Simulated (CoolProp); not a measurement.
Vapour-liquid equilibrium of ethane (1) + n-pentane (2) at 248.8 K; x and y are mole fractions of (1).

The numbers come from the multi-fluid Helmholtz-energy mixture model, Bücker 2006 and Thol 2019; pair parameters Kunz 2012 in CoolProp.

| x | bubble pressure, mixture model (MPa) | bubble pressure, Raoult's law (MPa) | y, mixture model | y, Raoult's law |
|---|---|---|---|---|
| 0.05 | 0.06944 | 0.06958 | 0.900 | 0.903 |
| 0.2 | 0.2562 | 0.2571 | 0.975 | 0.978 |
| 0.35 | 0.4397 | 0.4445 | 0.987 | 0.990 |
| 0.5 | 0.6187 | 0.6320 | 0.992 | 0.994 |
| 0.65 | 0.7958 | 0.8195 | 0.995 | 0.997 |
| 0.8 | 0.9778 | 1.007 | 0.997 | 0.999 |
| 0.95 | 1.180 | 1.194 | 0.999 | 1.000 |

The largest gap from Raoult's law is -2.9 % in bubble pressure, at x = 0.65. No azeotrope shows between x = 0.05 and 0.95.

Pair parameters are fitted to limited data, so mixtures are less certain than the pure fluids.
